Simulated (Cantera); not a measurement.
Equilibrium for metals in furnace atmospheres: Cu + CO

A closed system holds: 1 mol Cu, 0.45 mol CO, held at 1300 Pa.

Cantera equilibrium calculation (NASA polynomials, part measured and part estimated; ideal gas, pure solids and liquids). Candidate condensed phases: C, Cu, CuO, Cu2O; 15 gas species. Kinetics and transport are ignored.

```csv
T (K),x CO,x CO2,x Cu,x Cu2,n C(graphite),n Cu(s),n Cu(l)
723,0.198,0.802,<1e-12,<1e-12,0.200,1.00,0
823,0.697,0.303,<1e-12,<1e-12,0.105,1.00,0
923,0.962,0.0380,4.22e-11,<1e-12,0.0165,1.00,0
1023,0.995,0.00461,2.96e-9,<1e-12,0.00206,1.00,0
1123,0.999,0.000784,9.64e-8,1.05e-12,0.000352,1.00,0
1223,1.000,0.000179,1.76e-6,6.50e-11,8.04e-5,1.000,0
1323,1.000,5.14e-5,2.06e-5,2.11e-9,0,1.000,0
1423,1.000,1.77e-5,0.000161,3.72e-8,0,0,1.000
1523,0.999,7.05e-6,0.000926,4.20e-7,0,0,1.000
1623,0.996,3.15e-6,0.00427,3.47e-6,0,0,0.998
1723,0.984,1.52e-6,0.0164,2.22e-5,0,0,0.992
1823,0.946,7.57e-7,0.0542,0.000115,0,0,0.974
1923,0.842,3.46e-7,0.157,0.000494,0,0,0.916
```
x: gas mole fraction; n: condensed amount in mol.

From 723 K to 1223 K the condensed part is C(graphite) + Cu(s). At 1323 K the condensed part is Cu(s). From 1423 K to 1923 K the condensed part is Cu(l).
